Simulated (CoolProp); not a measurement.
Vapour-liquid equilibrium of propane (1) + n-pentane (2) at 287 K; x and y are mole fractions of (1).

Computed with CoolProp (multi-fluid Helmholtz-energy mixture model, Lemmon 2009 and Thol 2019; pair parameters Kunz 2012).

```tsv
x	bubble pressure, mixture model (bar)	bubble pressure, Raoult's law (bar)	y, mixture model	y, Raoult's law
0.05	…	0.7757	…	0.457
0.125	1.374	1.274	…	0.695
0.2	1.892	1.772	0.797	0.800
0.275	…	2.271	0.849	0.858
0.35	2.876	2.769	0.884	0.896
0.425	3.351	3.267	0.909	0.922
0.5	3.822	3.766	0.927	0.941
0.575	4.290	4.264	0.943	0.956
0.65	4.758	4.763	0.955	0.967
0.725	5.230	5.261	0.966	0.977
0.8	5.709	5.759	0.976	0.985
0.875	6.204	6.258	0.985	0.991
0.95	6.722	6.756	…	0.997
```

Problem. Complete the blanks.

Solution. 
- 0.05, bubble pressure, mixture model (bar): 0.8276
- 0.05, y, mixture model: 0.480
- 0.125, y, mixture model: 0.703
- 0.275, bubble pressure, mixture model (bar): 2.391
- 0.95, y, mixture model: 0.994

The largest gap from Raoult's law is +7.8 % in bubble pressure, at x = 0.125. No azeotrope shows between x = 0.05 and 0.95.

Pair parameters are fitted to limited data, so mixtures are less certain than the pure fluids. The gap from Raoult's law changes sign with composition, which may be real or a fault of the pair parameters; it wasn't checked against measurements.
